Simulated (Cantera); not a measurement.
Input (Python, Cantera) and output of one run.

```python
import numpy as np
import cantera as ct

gas_names = """
    C CN CO CO2 C2 CCN CNC C2N2 C2O C3 C3O2 C4 C4N2 C5 Fe FeC5O5 FeO N NCO NO NO2 NO3 N2 N2O O O2 O3
""".split()
cond_names = """
    C(gr) Fe(a) Fe(c) Fe(d) Fe(L) FeC5O5(L) FeO(s) FeO(L) Fe2O3(s) Fe3O4(s)
""".split()


# ... load() reads the species with a 1 bar reference pressure and builds the phases ...
atoms = {
    'Fe(CO)5': {'Fe': 1, 'C': 5, 'O': 5},
    'N2': {'N': 2},
}
top_T = {'C(gr)': 4500, 'Fe2O3(s)': 1830, 'Fe3O4(s)': 1870}  # K; cautious upper limits of use, not melting points


# ... equilibrate(T, P, feed) seeds the gas with the atoms and calls Mixture.equilibrate('TP', solver="vcs", rtol=1e-11, max_steps=5000) ...
results = []
feed = {'Fe(CO)5': 1, 'N2': 0.79}  # mol
P = 34  # Pa
for T in [973, 998, 1023, 1048, 1073, 1098, 1123, 1148, 1173, 1198, 1223, 1248, 1273, 1298]:
    mix = equilibrate(T, P, feed)
    results.append((T, P, feed, dict(zip(mix.species_names, mix.species_moles))))

top = {s: max(r[3][s] / sum(r[3][g] for g in gas_names) for r in results) for s in gas_names}
cols = sorted((s for s in top if top[s] > 1e-05), key=lambda s: -top[s])[:8]
seen = [c for c in cond_names if any(r[3].get(c, 0) > 1e-12 for r in results)]
print("log10 of partial pressures in bar; condensed amounts in mol")
print(f"{'T/K':>10s}" + "".join(f"{s[:9]:>10s}" for s in cols + seen))
for T, P, feed, n in results:
    ng = sum(n[g] for g in gas_names)
    print(f"{T:10.4g}" + "".join(f"{np.log10(max(n[s] / ng * P / 1e5, 1e-99)):10.3f}" for s in cols)
          + "".join(f"{n.get(c, 0):10.4g}" for c in seen))
```

Result:

```
log10 of partial pressures in bar; condensed amounts in mol
       T/K        CO        N2       CO2     C(gr)     Fe(a)     Fe(c)
       973    -3.532    -4.333    -7.063  0.001471         1         0
       998    -3.532    -4.334    -7.293 0.0008673         1         0
      1023    -3.532    -4.334    -7.511  0.000525         1         0
      1048    -3.532    -4.334    -7.718 0.0003257         1         0
      1073    -3.532    -4.334    -7.916 0.0002067         1         0
      1098    -3.532    -4.334    -8.104  0.000134         1         0
      1123    -3.532    -4.334    -8.284 8.864e-05         1         0
      1148    -3.532    -4.334    -8.455 5.972e-05         1         0
      1173    -3.532    -4.334    -8.619 4.095e-05         1         0
      1198    -3.532    -4.334    -8.776 2.854e-05         0         1
      1223    -3.532    -4.334    -8.926  2.02e-05         0         1
      1248    -3.532    -4.334    -9.070  1.45e-05         0         1
      1273    -3.532    -4.334    -9.208 1.055e-05         0         1
      1298    -3.532    -4.334    -9.340 7.776e-06         0         1
```

Cantera equilibrium calculation (NASA polynomials, part measured and part estimated; ideal gas, pure solids and liquids). Condensed phases not in the tables: cementite and carbon dissolved in iron.
